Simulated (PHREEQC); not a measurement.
A solution holds 3.3 mmol/kgw HNO3, 120 mmol/kgw Al(NO3)3 and 79 mmol/kgw CuSO4, at 10 °C. Closed to the air; pH follows from the charge balance.

The numbers come from PHREEQC with the ion-association model, phreeqc.dat.

```
Property                   Value
-----------------  -------------
pH                          2.67
ionic strength     0.672 mol/kgw
activity of water          0.990
density              1.032 g/cm³
total alkalinity    -3.30 meq/kg
```

```
species    molality  activity   log γ
---------  --------  --------  ------
NO3-          0.363     0.216  -0.227
Cu+2         0.0725    0.0171  -0.627
Al+3         0.0646   0.00539  -1.078
AlSO4+       0.0517    0.0337  -0.185
SO4-2        0.0129   0.00243  -0.726
CuSO4       0.00652   0.00761   0.067
Al(SO4)2-   0.00369   0.00241  -0.185
H+          0.00283   0.00215  -0.120
HSO4-      0.000496  0.000373  -0.124
AlOH+2      4.20e-5   9.01e-6  -0.668
```

No solid was allowed to form. Away from 25 °C the constants follow the database's enthalpies or fits; those with neither stay at their 25 °C values.
